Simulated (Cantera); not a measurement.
An adiabatic, constant-pressure homogeneous reactor starts with H₂ : O₂ : N₂ : H₂O = 1 : 0.625 : 2.35 : 0.32 (molar parts), at 1475 K and 0.405 atm.

Detailed kinetics in Cantera: the H2/O2 subset of GRI-Mech 3.0, which has no nitrogen chemistry.

x: mole fraction; the columns are a selection and need not sum to one.

```
t (s)     T (K)    x H₂    x O₂   x H₂O    x H₂O₂     x OH       x HO₂      x H
--------  -----  ------  ------  ------  --------  -------  ----------  -------
1.00e-6    1475   0.233   0.146  0.0745  1.55e-10  6.19e-9  (withheld)  6.54e-8
5.76e-6    1475   0.233   0.146  0.0745   4.62e-9  1.49e-7  (withheld)  1.01e-6
3.32e-5    1503   0.180   0.123   0.110   6.67e-7  0.00467  (withheld)   0.0287
0.000191   2213  0.0428  0.0447   0.248   2.11e-7   0.0304  (withheld)   0.0369
0.00110    2622  0.0265  0.0365   0.289   3.12e-7   0.0295     7.04e-6   0.0115
0.00635    2631  0.0260  0.0363   0.290   3.26e-7   0.0294     7.22e-6   0.0110
0.0366     2631  0.0260  0.0363   0.290   3.26e-7   0.0294     7.22e-6   0.0110
0.211      2631  0.0260  0.0363   0.290   3.26e-7   0.0294     7.22e-6   0.0110
1.21       2631  0.0260  0.0363   0.290   3.26e-7   0.0294     7.22e-6   0.0110
7.00       2631  0.0260  0.0363   0.290   3.26e-7   0.0294     7.22e-6   0.0110
```

Task: Some entries are withheld; supply them.

Result: 
- 1.00e-6, x HO₂: 6.59e-8
- 5.76e-6, x HO₂: 3.92e-7
- 3.32e-5, x HO₂: 2.85e-5
- 0.000191, x HO₂: 6.08e-6
